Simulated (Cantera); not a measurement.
# Equilibrium for tantalum, niobium, vanadium and zirconium in process gases: Zr + O₂ + N₂

Input: 1 mol Zr, 0.86 mol O₂, 63 mol N₂, at 848 K and 10.0 Torr.

Cantera equilibrium calculation (NASA polynomials, part measured and part estimated; ideal gas, pure solids and liquids). Candidate condensed phases: Zr, ZrN, ZrO₂; 13 gas species. ZrN: taken at fixed stoichiometry. Condensed phases not in the tables: solid solutions among these carbides, nitrides and lower oxides. The numbers say what is thermodynamically allowed, not how fast it happens.

- x(N₂) = 1.00
- n(ZrN(s)) = 0.140 mol
- n(ZrO₂(monoclinic)) = 0.860 mol
- gas amount = 62.93 mol
- log10 activity of Zr(α) (absent) = -16.65
